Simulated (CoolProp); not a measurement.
Octamethylcyclotetrasiloxane (D4) along the isobar 0.101 MPa: density (kg/m³) from the reference equation and from simpler models built on Tc = 586.5 K, pc = 1.347 MPa, ω = 0.598; each cubic takes its own stable root.

The numbers come from the reference Helmholtz-energy equation of state, Thol 2015 in CoolProp.

```
T (K)  phase  reference
-----  -----  ---------
532      gas      7.050
538.3    gas      6.955
544.6    gas      6.862
550.9    gas      6.773
557.1    gas      6.687
563.4    gas      6.603
569.7    gas      6.521
576      gas      6.441
582.3    gas      6.364
588.6    gas      6.288
594.9    gas      6.215
601.1    gas      6.144
607.4    gas      6.074
613.7    gas      6.006
620      gas      5.940
```

How far does each simpler model (ideal gas, van der Waals, Soave-Redlich-Kwong) lie from the reference over these 15 states: mean and median of the absolute difference, and the worst?


- ideal gas: mean 2.9 %, median 2.9 %, worst -3.9 % at 532 K and 0.101 MPa
- van der Waals: mean 0.6 %, median 0.5 %, worst -1.1 % at 532 K and 0.101 MPa
- Soave-Redlich-Kwong: mean 0.1 %, median 0.1 %, worst -0.1 % at 532 K and 0.101 MPa
